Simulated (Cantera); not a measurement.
Mixture: 5.50 % CH₄, 2.31 % CO, 16.2 % O₂, 75.9 % N₂, at 1.18 atm, adiabatic and at constant pressure. Ignition delay is the time to a rise of 400 K.

Detailed kinetics in Cantera: GRI-Mech 3.0 (53 species, 325 reactions).

Problem. Predict: delay at 1150 K; delay at 1225 K; delay at 1300 K; delay at 1375 K; delay at 1450 K; delay at 1525 K; apparent activation energy between 1375 and 1525 K.

Solution. 
| Property | Result |
|---|---|
| delay at 1150 K | 0.102 s |
| delay at 1225 K | 32.3 ms |
| delay at 1300 K | 11.3 ms |
| delay at 1375 K | 4.33 ms |
| delay at 1450 K | 1.82 ms |
| delay at 1525 K | 0.845 ms |
| apparent activation energy between 1375 and 1525 K | 190 kJ/mol |
